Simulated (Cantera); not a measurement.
**Thermodynamics of silicon nitride deposition, feed trisilylamine + NH3 + H2**

Feed: 1 mol trisilylamine, 0.55 mol NH3, 0.28 mol H2, held at 10000 Pa.

These are equilibrium values from Cantera (NASA tables, ideal gas, pure condensed phases), not measurements of a reactor. Candidate condensed phases: Si, Si3N4; 18 gas species. The feed counts by its element totals alone. Mutual solubility and eutectic melting of coexisting phases are not modelled. Gases not in the tables: Si2H6 and higher silanes. Rates play no part.

| T (°C) | x H2 | x N2 | x H | x Si | x SiH2 | x SiH | n Si(s) | n Si3N4(s) | n Si(l) |
|---|---|---|---|---|---|---|---|---|---|
| 527 | 1.00 | <1e-12 | 9.16e-12 | <1e-12 | <1e-12 | <1e-12 | 1.84 | 0.388 | 0 |
| 627 | 1.00 | 1.11e-12 | 3.70e-10 | <1e-12 | 3.71e-12 | <1e-12 | 1.84 | 0.388 | 0 |
| 727 | 1.00 | 1.63e-10 | 7.18e-9 | <1e-12 | 9.37e-11 | <1e-12 | 1.84 | 0.388 | 0 |
| 827 | 1.00 | 9.62e-9 | 8.18e-8 | <1e-12 | 1.32e-9 | 2.25e-12 | 1.84 | 0.388 | 0 |
| 927 | 1.000 | 2.85e-7 | 6.24e-7 | 1.39e-11 | 1.19e-8 | 6.58e-11 | 1.84 | 0.387 | 0 |
| 1027 | 1.000 | 4.98e-6 | 3.50e-6 | 4.33e-10 | 7.65e-8 | 1.14e-9 | 1.84 | 0.387 | 0 |
| 1127 | 1.000 | 5.74e-5 | 1.54e-5 | 8.23e-9 | 3.77e-7 | 1.30e-8 | 1.84 | 0.387 | 0 |
| 1227 | 0.999 | 0.000474 | 5.57e-5 | 1.05e-7 | 1.50e-6 | 1.07e-7 | 1.84 | 0.386 | 0 |
| 1327 | 0.997 | 0.00299 | 0.000172 | 9.75e-7 | 4.99e-6 | 6.71e-7 | 1.86 | 0.379 | 0 |
| 1427 | 0.984 | 0.0156 | 0.000462 | 6.79e-6 | 1.40e-5 | 3.29e-6 | 0 | 0.343 | 1.97 |
| 1527 | 0.911 | 0.0881 | 0.00108 | 3.18e-5 | 2.73e-5 | 1.09e-5 | 0 | 0.117 | 2.65 |
x: gas mole fraction; n: condensed amount in mol.

From 527 °C to 1327 °C the condensed part is Si(s) + Si3N4(s). From 1427 °C to 1527 °C the condensed part is Si(l) + Si3N4(s). The main Si-bearing gas is SiH4 at 527 °C and Si at 1527 °C.
